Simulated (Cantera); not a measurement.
A perfectly stirred reactor is fed with C3H8 : O2 : N2 = 1 : 3.33 : 12.5 (molar parts), at 10.0 bar; it is adiabatic with a 775 K inlet, and is followed from long to short residence time, starting on the burning branch (τ in s: 0.083, 0.039, 0.019, 0.0089, 0.0042, 0.002, 0.00094, 0.00045, 0.00021, 0.0001, 4.8e-05).

Model: GRI-Mech 3.0 (53 species, 325 reactions), integrated in Cantera. GRI-Mech 3.0 was tuned for natural gas; its chemistry of propane as a main component is partial and can be far from experiment.

Q: What does this change do: C3H8 1 to 1.4 parts?

A: 
```csv
quantity,before,after
"blow-out, bracketed by the residence times tried","burning at 48.0 µs, the shortest tried","burning at 0.100 ms, out at 48.0 µs"
x(C3H8) at τ = 83.0 ms,5.15e-8,4.78e-7
x(O2) at τ = 83.0 ms,1.41e-5,7.21e-5
x(C2H6) at τ = 83.0 ms,1.64e-9,1.26e-6
x(H) at τ = 83.0 ms,0.000972,0.000166
x(CH2) at τ = 83.0 ms,1.16e-7,1.73e-7
x(C3H8) at τ = 2.00 ms,1.76e-6,1.45e-5
x(O2) at τ = 2.00 ms,0.000293,0.00171
x(C2H6) at τ = 2.00 ms,9.91e-8,2.43e-5
x(H) at τ = 2.00 ms,0.00145,0.000258
x(CH2) at τ = 2.00 ms,3.63e-6,2.90e-6
```
